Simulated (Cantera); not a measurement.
A Cantera script and what it prints.

```python
import numpy as np
import cantera as ct

gas_names = """
    Cu CuO Cu2 H HO2 H2 H2O H2O2 O OH O2 O3
""".split()
cond_names = """
    Cu(cr) Cu(L) CuO(s) CuO2H2(s) Cu2O(s) Cu2O(L) H2O(s) H2O(L)
""".split()


# ... load() reads the species with a 1 bar reference pressure and builds the phases ...
atoms = {
    'CuO': {'Cu': 1, 'O': 1},
    'H2': {'H': 2},
    'H2O': {'H': 2, 'O': 1},
}
top_T = {'CuO(s)': 1390}  # K; cautious upper limits of use, not melting points


# ... equilibrate(T, P, feed) seeds the gas with the atoms and calls Mixture.equilibrate('TP', solver="vcs", rtol=1e-11, max_steps=5000) ...
results = []
T = 2150  # K
P = 360000  # Pa
for m in [0.3, 0.45, 0.67, 1, 1.5, 2.3, 3.4, 5.1]:
    feed = {'CuO': 1, 'H2': m, 'H2O': 0.2}  # mol
    mix = equilibrate(T, P, feed)
    results.append((T, P, feed, dict(zip(mix.species_names, mix.species_moles))))

top = {s: max(r[3][s] / sum(r[3][g] for g in gas_names) for r in results) for s in gas_names}
cols = sorted((s for s in top if top[s] > 1e-06), key=lambda s: -top[s])[:7]
seen = [c for c in cond_names if any(r[3].get(c, 0) > 1e-12 for r in results)]
print("log10 of partial pressures in bar; condensed amounts in mol")
print(f"{'n(H2)':>10s}" + "".join(f"{s[:9]:>10s}" for s in cols + seen))
for T, P, feed, n in results:
    ng = sum(n[g] for g in gas_names)
    print(f"{feed['H2']:10.4g}" + "".join(f"{np.log10(max(n[s] / ng * P / 1e5, 1e-99)):10.3f}" for s in cols)
          + "".join(f"{n.get(c, 0):10.4g}" for c in seen))
```

Output:

```
log10 of partial pressures in bar; condensed amounts in mol
     n(H2)       H2O        H2        O2        OH        Cu         H         O     Cu(L)   Cu2O(L)
       0.3     0.472    -2.496    -0.228    -1.544    -2.099    -3.623    -2.823         0    0.4993
      0.45     0.535    -2.110    -0.874    -1.674    -1.937    -3.430    -3.146         0    0.4989
      0.67     0.546    -1.833    -1.407    -1.802    -1.804    -3.291    -3.412    0.3715    0.3123
         1     0.548    -1.555    -1.957    -1.938    -1.804    -3.152    -3.688    0.9946         0
       1.5     0.403     0.022    -5.402    -2.872    -1.804    -2.364    -5.410    0.9924         0
       2.3     0.235     0.269    -6.232    -3.163    -1.804    -2.240    -5.825    0.9889         0
       3.4     0.077     0.377    -6.765    -3.376    -1.804    -2.186    -6.091     0.984         0
       5.1    -0.091     0.442    -7.230    -3.576    -1.804    -2.154    -6.324    0.9765         0
```

These are equilibrium values from Cantera (NASA tables, ideal gas, pure condensed phases), not measurements of a reactor. Each liquid is taken as pure. Mutual solubility and eutectic melting of coexisting phases are not modelled.
